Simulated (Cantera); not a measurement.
## Thermodynamics of silicon epitaxy and polysilicon growth, feed Si₂Cl₆ + HCl + N₂

Feed: 1 mol Si₂Cl₆, 1.6 mol HCl, 10 mol N₂, equilibrated at 1.00 bar.

Equilibrium computed with Cantera from the NASA thermochemical tables; the gas is ideal and each condensed phase is pure. Candidate condensed phases: NH₄Cl, Si, Si₃N₄; 28 gas species. The feed counts by its element totals alone. N₂ is the only nitrogen source here; it is nearly inert below about 1500 K, so the nitride shown seldom forms there in practice. The tables' values for SiCl₃ are old estimates; treat these amounts as uncertain. Rates play no part.

From 973 K to 1423 K the condensed part is Si₃N₄(s). The main Si-bearing gas is SiCl₄ throughout.

```tsv
T (K)	x N₂	x SiCl₄	x HCl	x H₂	x SiCl₃	x SiCl₂	n Si₃N₄(s)
973	0.764	0.126	0.0940	0.0158	1.15e-5	3.02e-8	0.133
1023	0.764	0.125	0.0957	0.0149	3.13e-5	1.65e-7	0.135
1073	0.764	0.125	0.0973	0.0141	7.76e-5	7.72e-7	0.136
1123	0.763	0.124	0.0986	0.0133	0.000177	3.13e-6	0.138
1173	0.763	0.124	0.0998	0.0127	0.000375	1.12e-5	0.138
1223	0.763	0.123	0.101	0.0122	0.000747	3.62e-5	0.139
1273	0.763	0.122	0.102	0.0117	0.00141	0.000106	0.139
1323	0.762	0.121	0.102	0.0112	0.00251	0.000285	0.138
1373	0.762	0.119	0.103	0.0109	0.00427	0.000709	0.136
1423	0.761	0.116	0.103	0.0105	0.00694	0.00164	0.131
```
x: gas mole fraction; n: condensed amount in mol.
